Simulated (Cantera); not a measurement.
An adiabatic, constant-pressure homogeneous reactor starts with 3.27 % C3H8, 14.9 % O2, 81.8 % N2, at 1275 K and 1.00 bar.

Model: GRI-Mech 3.0 (53 species, 325 reactions), integrated in Cantera. GRI-Mech 3.0 was tuned for natural gas; its chemistry of propane as a main component is partial and can be far from experiment.

One state of this run: T (K) = 2526; x C3H8 = <1e-12; x O2 = 0.00514; x CH3 = <1e-12; x C2H6 = <1e-12; x H2 = 0.0103. x: mole fraction; the columns are a selection and need not sum to one.

### Question
Which value of t (s) does it belong to?
A) 0.00109
B) 0.000126
C) 5.00e-6
D) 0.0808

### Answer
D, 0.0808
